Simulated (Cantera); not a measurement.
A closed system holds: 1 mol Fe₂O₃, 3.5 mol CO, at 1.70 bar.

Cantera equilibrium calculation (NASA polynomials, part measured and part estimated; ideal gas, pure solids and liquids). Candidate condensed phases: C, Fe, Fe(CO)₅, FeO, Fe₂O₃, Fe₃O₄; 15 gas species. The tables' stoichiometric FeO is somewhat more stable than real wüstite, so its field is too wide. FeO: taken at fixed stoichiometry. Kinetics and transport are ignored. All values below are at 2400 K.

Base state: CO 0.711, CO₂ 0.287, Fe 0.00178, FeO 0.000187, O 4.37e-5, O₂ 4.31e-5 (mole fractions); condensed: FeO(l).

Task: What changes in the equilibrium state with this change: pressure from 1.70 bar to 0.240 bar?

Result: 
| species | before | after |
|---|---|---|
| CO | 0.711 | 0.693 |
| CO₂ | 0.287 | 0.293 |
| Fe | 0.00178 | 0.0120 |
| O₂ | 4.31e-5 | 0.000335 |
| O | 4.37e-5 | 0.000324 |
| FeO | 0.000187 | 0.00133 |
| FeO(l), mol | 1.99 | 1.95 |
